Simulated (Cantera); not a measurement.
Feed: 1 mol SiO2, 2300 mol H2, equilibrated at 1427 °C and 16.0 mbar.

Cantera equilibrium calculation (NASA polynomials, part measured and part estimated; ideal gas, pure solids and liquids). Candidate condensed phases: H2O, Si, SiO2; 18 gas species. Kinetics and transport are ignored.

Base state: H2 0.998, H 0.00116, SiO 0.000434, H2O 0.000434 (mole fractions); condensed: gas only.

Q: What changes in the equilibrium state with this change: temperature from 1427 °C to 1250 °C?

A: 
| species | before | after |
|---|---|---|
| H2 | 0.998 | 0.999 |
| SiO | 0.000434 | 0.000435 |
| H2O | 0.000434 | 0.000435 |
| H | 0.00116 | 0.000183 |
